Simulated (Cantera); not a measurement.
**Thermodynamics of aluminium and copper etching, feed Al + HCl + N2**

A closed system holds: 1 mol Al, 1.6 mol HCl, 7.3 mol N2, at 13.3 mbar.

Method: chemical equilibrium by Gibbs-energy minimisation in Cantera with the NASA 1993 tables (ideal gas, pure condensed phases). Candidate condensed phases: Al, AlCl3, AlN, NH4Cl; 20 gas species. The tables' values for AlCl2 are old estimates; treat these amounts as uncertain. The numbers say what is thermodynamically allowed, not how fast it happens.

```tsv
T (K)	x N2	x H2	x HCl	x AlCl3	x Al2Cl6	x NH3	x AlCl2	x AlCl	n AlN(s)
498	0.858	0.0817	0.0317	0.00302	0.0258	9.61e-5	<1e-12	<1e-12	0.553
548	0.851	0.0761	0.0420	0.0104	0.0202	2.84e-5	<1e-12	<1e-12	0.582
598	0.843	0.0714	0.0498	0.0242	0.0117	1.01e-5	<1e-12	<1e-12	0.604
648	0.836	0.0692	0.0529	0.0376	0.00429	4.28e-6	1.19e-12	<1e-12	0.614
698	0.834	0.0692	0.0524	0.0438	0.00117	2.13e-6	2.26e-11	<1e-12	0.613
748	0.833	0.0699	0.0507	0.0460	0.000326	1.18e-6	2.72e-10	<1e-12	0.609
798	0.833	0.0707	0.0490	0.0469	0.000103	6.98e-7	2.36e-9	<1e-12	0.604
848	0.833	0.0715	0.0475	0.0476	3.69e-5	4.40e-7	1.57e-8	3.42e-12	0.600
898	0.834	0.0722	0.0461	0.0481	1.49e-5	2.91e-7	8.45e-8	5.50e-11	0.596
948	0.834	0.0728	0.0449	0.0485	6.69e-6	2.00e-7	3.79e-7	6.56e-10	0.592
998	0.834	0.0733	0.0439	0.0489	3.26e-6	1.43e-7	1.46e-6	6.08e-9	0.589
1048	0.834	0.0738	0.0429	0.0492	1.71e-6	1.05e-7	4.93e-6	4.55e-8	0.587
1098	0.834	0.0742	0.0420	0.0495	9.52e-7	7.91e-8	1.49e-5	2.82e-7	0.584
1148	0.834	0.0746	0.0413	0.0497	5.60e-7	6.11e-8	4.07e-5	1.49e-6	0.582
```
x: gas mole fraction; n: condensed amount in mol.

From 498 K to 1148 K the condensed part is AlN(s). The main Al-bearing gas is Al2Cl6 at 498 K and AlCl3 at 1148 K. The share of Al in condensed phases is highest at 648 K (61.4 %) and lowest at 498 K (55.3 %).
